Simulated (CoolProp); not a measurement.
50 sccm (0 °C, 1 atm) of nitrogen bubbles through liquid o-xylene at 332.9 K and leaves saturated at a total pressure of 0.0384 MPa (ideal gas phase). Each further row changes one setting.

Computed with CoolProp (reference Helmholtz-energy equation of state, Zhou 2012).

| case | vapour pressure (kPa) | mole fraction of vapour | delivery (mg/min) | delivery (sccm) | change of delivery for a bath 1 K warmer (%) |
|---|---|---|---|---|---|
| as stated | 5.39 | 0.140 | 38.7 | [?] | [?] |
| bath temperature 337.9 K | [?] | 0.175 | 50.4 | [?] | [?] |
| total pressure 0.0768 MPa | 5.39 | [?] | 17.9 | [?] | [?] |

**Question.** What belongs in the gaps?

**Answer.** 
- as stated, delivery (sccm): 8.17
- as stated, change of delivery for a bath 1 K warmer (%): 5.4
- bath temperature 337.9 K, vapour pressure (kPa): 6.74
- bath temperature 337.9 K, delivery (sccm): 10.6
- bath temperature 337.9 K, change of delivery for a bath 1 K warmer (%): 5.5
- total pressure 0.0768 MPa, mole fraction of vapour: 0.0702
- total pressure 0.0768 MPa, delivery (sccm): 3.78
- total pressure 0.0768 MPa, change of delivery for a bath 1 K warmer (%): 5.0
